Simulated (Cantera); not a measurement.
A diamond (100) surface in a fixed gas of H2 with x(CH4) = 0.015, x(H) = 0.02, x(CH3) = 0.00023, 4600 Pa; coverages are run to steady state.

Cantera simulation using the Harris–Goodwin 1993 mechanism for the reconstructed diamond (100) surface; the numbers are that mechanism's predictions, not measurements.

θ: site fractions in the mechanism's names (c6HH fully hydrogenated, c6H* and c6*H radical sites, c6** diradical, c6HM methylated).

```
T (K)  growth (µm/h)  θ c6HH  θ c6H*  θ c6*H   θ c6**    θ c6HM
-----  -------------  ------  ------  ------  -------  --------
900              ___   0.684  0.0105   0.289  0.00436   0.00962
950              ___   0.637  0.0142   0.332  0.00666   0.00768
1000             ___   0.592  0.0184   0.372  0.00972   0.00618
1050             ___   0.549  0.0230   0.408   0.0136   0.00494
1100            7.64   0.508  0.0279   0.439   0.0184   0.00384
1150            7.87   0.471  0.0332   0.467   0.0241   0.00276
1200             ___   0.437  0.0385   0.491   0.0307   0.00173
1250             ___   0.406  0.0440   0.510   0.0382  0.000924
1300             ___   0.377  0.0494   0.526   0.0465  0.000433
1350            3.50   0.351  0.0548   0.538   0.0555  0.000190
1400            3.26   0.328  0.0599   0.547   0.0651   8.13e-5
```

Q: Complete the blanks.

A: 
- 900, growth (µm/h): 3.29
- 950, growth (µm/h): 4.35
- 1000, growth (µm/h): 5.53
- 1050, growth (µm/h): 6.70
- 1200, growth (µm/h): 7.04
- 1250, growth (µm/h): 5.53
- 1300, growth (µm/h): 4.21
